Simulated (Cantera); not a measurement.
An isothermal, constant-pressure homogeneous reactor starts with 0.327 % CH₄, 0.594 % O₂, 99.1 % N₂, at 1200 K and 17.8 atm.

Computed with Cantera and GRI-Mech 3.0 (53 species, 325 reactions). The pressure lies above the range GRI-Mech 3.0 was tuned for (to about 10 atm).

One state of this run: x CH₄ = 4.32e-7; x O₂ = 5.37e-9; x H = 1.39e-9; x NO = 4.42e-9; x CH₂ = <1e-12; x H₂ = 0.000463; x C₂H₂ = 4.96e-9. x: mole fraction; the columns are a selection and need not sum to one.

Q: Which value of t (s) does it belong to?
A. 12.0
B. 7.00e-5
C. 0.000234
D. 0.323

A: A, 12.0
